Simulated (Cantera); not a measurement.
Input: 1 mol BN, 0.18 mol N₂, held at 0.133 bar.

Equilibrium computed with Cantera from the NASA thermochemical tables; the gas is ideal and each condensed phase is pure. Candidate condensed phases: B, BN; 5 gas species. The numbers say what is thermodynamically allowed, not how fast it happens. All values below are at 2125 °C.

Base state: N₂ 1.000, B 8.70e-5, BN 1.46e-5 (mole fractions); condensed: BN(s).

What changes in the equilibrium state with this change: pressure from 0.133 bar to 90.0 Pa?


| species | before | after |
|---|---|---|
| N₂ | 1.000 | 0.965 |
| B | 8.70e-5 | 0.0347 |
| BN | 1.46e-5 | 0.000469 |
| BN(s), mol | 1.000 | 0 |
| B(l), mol | 0 | 0.975 |
